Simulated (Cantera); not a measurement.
**Thermodynamics of carbon deposition, reforming and gasification, feed C3H6 + H2O + H2**

A closed system holds: 1 mol C3H6, 1.6 mol H2O, 61 mol H2, held at 1330 Pa.

These are equilibrium values from Cantera (NASA tables, ideal gas, pure condensed phases), not measurements of a reactor. Candidate condensed phases: C, C6H6, C7H8, C8H18, H2O; 131 gas species. Ions and electrons are included (thermal ionisation). Equilibrium is a limit: real reactors are often held back by kinetics, nucleation or transport.

```csv
T (K),x H,x H2,x CO,x C
3000,0.709,0.269,0.0153,0.00146
3250,0.879,0.0999,0.0132,0.00527
3500,0.944,0.0340,0.0123,0.00921
3750,0.965,0.0124,0.0121,0.0102
4000,0.973,0.00496,0.0120,0.0104
4250,0.975,0.00220,0.0119,0.0105
4500,0.976,0.00106,0.0115,0.0108
4750,0.975,0.000552,0.0103,0.0120
5000,0.973,0.000305,0.00770,0.0145
```
x: gas mole fraction; nothing condenses.

From 3000 K to 5000 K nothing is condensed. The main C-bearing gas is CO at 3000 K and C at 5000 K.
